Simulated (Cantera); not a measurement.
Input: 1 mol PbO, 0.44 mol C, 1.1 mol H2, equilibrated at 1727 °C and 0.140 bar.

Method: chemical equilibrium by Gibbs-energy minimisation in Cantera with the NASA 1993 tables (ideal gas, pure condensed phases). Candidate condensed phases: C, C6H6, C7H8, C8H18, H2O, Pb, PbO, PbO2, Pb3O4; 113 gas species. Gases not in the tables: (PbO)n polymers. The numbers say what is thermodynamically allowed, not how fast it happens.

Base state: Pb 0.392, H2 0.239, H2O 0.193, CO 0.147, CO2 0.0259, H 0.00212, PbO 0.00144, OH 0.000171 (mole fractions); condensed: gas only.

Problem. What changes in the equilibrium state with this change: PbO replaced by Fe3O4?

Solution. 
| species | before | after |
|---|---|---|
| H2 | 0.239 | 0.390 |
| H2O | 0.193 | 0.320 |
| CO | 0.147 | 0.242 |
| Pb | 0.392 | 0 |
| CO2 | 0.0259 | 0.0433 |
| Fe | 0 | 0.00149 |
| PbO | 0.00144 | 0 |
| Fe(OH)2 | 0 | 0.000127 |
| Pb2 | 0.000104 | 0 |
| FeO | 0 | 2.44e-5 |
| OH | 0.000171 | 0.000223 |
| FeO(l), mol | 0 | 3.00 |
The tables' stoichiometric FeO is somewhat more stable than real wüstite, so its field is too wide. FeO: taken at fixed stoichiometry. Further candidate phases: Fe, Fe(CO)5, FeO, Fe(OH)2, Fe(OH)3, Fe2O3, Fe3O4.
